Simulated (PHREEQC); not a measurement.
HCl is added in steps, without added water, to 1 kg of water holding 0.019 mol H2SeO3, 0.46 mol NH3 and 0.00045 mol FeCl3, at 20 °C. No oxygen is let in. No CO2 enters from the air. Solids allowed: Fe(OH)3(a), Fe2(SeO3)3. Others were left out.

Base run: PHREEQC, ion-association model, wateq4f.dat. Each further column changes one thing. The table gives Fe in solution (mol/kgw).

```
HCl added (mol)      base  Davies equation for every ion  all activity coefficients set to 1
---------------  --------  -----------------------------  ----------------------------------
0                 3.20e-7                        3.23e-7                                 [?]
0.04333           1.54e-7                        1.55e-7                                 [?]
0.08667           9.83e-8                        9.88e-8                             7.84e-8
0.13              6.93e-8                        6.94e-8                                 [?]
0.1733            5.13e-8                        5.11e-8                             4.12e-8
0.2167            3.89e-8                        3.85e-8                             3.18e-8
0.26              2.97e-8                        2.94e-8                                 [?]
0.3033            2.28e-8                        2.24e-8                                 [?]
0.3467            1.74e-8                        1.71e-8                             1.62e-8
0.39              1.36e-8                        1.34e-8                                 [?]
0.4333            2.21e-8                        2.14e-8                                 [?]
0.4767           0.000450                       0.000450                            0.000450
0.52             0.000450                       0.000450                            0.000450
```

**Question.** Some entries are withheld; supply them.

**Answer.** 
- 0, all activity coefficients set to 1: 2.66e-7
- 0.04333, all activity coefficients set to 1: 1.24e-7
- 0.13, all activity coefficients set to 1: 5.53e-8
- 0.26, all activity coefficients set to 1: 2.51e-8
- 0.3033, all activity coefficients set to 1: 2.01e-8
- 0.39, all activity coefficients set to 1: 1.35e-8
- 0.4333, all activity coefficients set to 1: 1.55e-8
